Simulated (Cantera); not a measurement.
Charge: 1 mol Fe, 0.19 mol O2, 50 mol N2, 1.9 mol SO2, at 1577 °C and 100 Torr.

Method: chemical equilibrium by Gibbs-energy minimisation in Cantera with the NASA 1993 tables (ideal gas, pure condensed phases). Candidate condensed phases: Fe, FeO, FeS, FeSO4, FeS2, Fe2O3, Fe2(SO4)3, Fe3O4, S; 19 gas species. The tables' stoichiometric FeO is somewhat more stable than real wüstite, so its field is too wide. FeO: taken at fixed stoichiometry. Rates play no part.

Base state: N2 0.965, SO2 0.0291, SO 0.00325, S2 0.00207, S 0.000137, Fe 5.58e-5, S2O 4.69e-5 (mole fractions); condensed: FeO(l).

Problem. What changes in the equilibrium state with this change: pressure from 100 Torr to 3.45 Torr?

Solution. 
```tsv
species	before	after
N2	0.965	0.961
SO2	0.0291	0.0291
SO	0.00325	0.00567
Fe	5.58e-5	0.00281
FeO	2.71e-6	7.87e-5
S2O	4.69e-5	8.58e-6
S2	0.00207	0.000658
NO	9.91e-6	3.06e-5
FeO(l), mol	0.997	0.849
```
